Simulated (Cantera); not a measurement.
Cantera run, input and output.

```python
import numpy as np
import cantera as ct

gas = ct.Solution("gri30.yaml")
gas.TPX = 1725, 85, {'CH4': 1, 'H2': 1.4, 'H2O': 0.028}
reactor = ct.IdealGasConstPressureReactor(gas, energy="off", clone=False)
net = ct.ReactorNet([reactor])
net.rtol, net.atol = 1e-08, 1e-18
show = ['CH4', 'H2', 'H', 'CH2', 'C2H6']
times = np.geomspace(0.0005, 5, 10)

steps = ct.SolutionArray(gas, extra=["t"])
rows = []
print(f"{'t/s':>10s}{'T/K':>9s}{'P/Pa':>11s}" + "".join(f"{s:>11s}" for s in show))
for t in times:
    while net.time < t:
        t_next = net.step()
        steps.append(gas.state, t=t_next)
    rows.append([np.interp(t, steps.t, y) for y in (steps.T, steps.P, *steps(*show).X.T)])
    print(f"{t:10.3e}{rows[-1][0]:9.1f}{rows[-1][1]:11.4g}" + "".join(f"{x:11.3e}" for x in rows[-1][2:]))
rate = np.gradient(steps.T, steps.t)
print("integrator steps:", len(steps.t))
if steps.T.max() > steps.T[0] + 200:
    print(f"time of steepest temperature rise: {steps.t[rate.argmax()]:.4e} s")
gas.TPX = 1725, 85, {'CH4': 1, 'H2': 1.4, 'H2O': 0.028}
gas.equilibrate("TP")
print(f"equilibrium (TP): T = {gas.T:.1f} K  " + "  ".join(f"{s} {gas[s].X[0]:.3e}" for s in show))
```

Output:

```
       t/s      T/K       P/Pa        CH4         H2          H        CH2       C2H6
 5.000e-04   1725.0         85  4.118e-01  5.766e-01  1.779e-06  7.873e-12  4.223e-12
 1.391e-03   1725.0         85  4.118e-01  5.766e-01  3.327e-06  9.740e-11  1.562e-10
 3.871e-03   1725.0         85  4.117e-01  5.766e-01  7.632e-06  9.870e-10  4.139e-09
 1.077e-02   1725.0         85  4.115e-01  5.766e-01  1.964e-05  8.401e-09  7.788e-08
 2.997e-02   1725.0         85  4.109e-01  5.768e-01  5.335e-05  6.451e-08  1.015e-06
 8.341e-02   1725.0         85  4.082e-01  5.776e-01  1.522e-04  4.592e-07  9.539e-06
 2.321e-01   1725.0         85  3.797e-01  5.927e-01  5.020e-04  2.998e-06  7.018e-05
 6.458e-01   1725.0         85  2.055e-01  7.060e-01  1.123e-03  4.930e-06  6.086e-05
 1.797e+00   1725.0         85  8.048e-02  7.905e-01  1.366e-03  3.002e-06  1.107e-05
 5.000e+00   1725.0         85  2.569e-02  8.273e-01  1.770e-03  1.893e-06  1.492e-06
integrator steps: 900
equilibrium (TP): T = 1725.0 K  CH4 2.556e-05  H2 8.458e-01  H 5.900e-03  CH2 2.658e-08  C2H6 5.646e-12
```

Computed with Cantera and GRI-Mech 3.0 (53 species, 325 reactions). GRI-Mech 3.0 stops at C3 and has no aromatics, soot or wall deposition, so with more carbon than oxygen in the feed, carbon stays in small species such as C2H2 where larger ones or solid carbon would form. Radical loss at walls, strong at low pressure, is not modelled.
